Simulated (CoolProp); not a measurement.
n-perfluorohexane along the isobar 74.2 bar: Z from the reference equation and from simpler models built on Tc = 448.0 K, pc = 17.42 bar, ω = 0.497; each cubic takes its own stable root.

The numbers come from the reference Helmholtz-energy equation of state, Gao 2022 in CoolProp.

```csv
T (K),phase,reference
210.8,liquid,0.7390
240.3,liquid,0.6757
269.7,liquid,0.6280
299.1,liquid,0.5917
328.6,liquid,0.5647
358,liquid,0.5460
387.5,liquid,0.5351
416.9,liquid,0.5325
```

### Question
How far does each simpler model (van der Waals, Soave-Redlich-Kwong, Peng-Robinson) lie from the reference over these 8 states: mean and median of the absolute difference, and the worst?

### Answer
- van der Waals: mean 65.9 %, median 66.6 %, worst +76.6 % at 210.8 K and 74.2 bar
- Soave-Redlich-Kwong: mean 14.3 %, median 13.7 %, worst +17.5 % at 210.8 K and 74.2 bar
- Peng-Robinson: mean 1.8 %, median 1.4 %, worst +4.9 % at 210.8 K and 74.2 bar
